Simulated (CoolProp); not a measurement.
Vapour-liquid equilibrium of CHF3 (R23) (1) + R13 (2) at 258.7 K; x and y are mole fractions of (1).

The numbers come from the multi-fluid Helmholtz-energy mixture model, Penoncello 2003 and Platzer 1990; pair parameters Bell 2016 in CoolProp. This equation is an older, rougher fit; its heat capacities, sound speeds and derivatives of the liquid may be far off and weren't checked against measurements.

### Question
Give the bubble pressure and the first vapour's composition at x = 0.275, 0.575, 0.95. Is there an azeotrope?

### Answer
x = 0.275: 1.736 MPa, y = 0.363; x = 0.575: 1.876 MPa, y = 0.588; x = 0.95: 1.718 MPa, y = 0.927. y crosses x between x = 0.575 and 0.65: the model has an azeotrope there.

Pair parameters are fitted to limited data, so mixtures are less certain than the pure fluids.
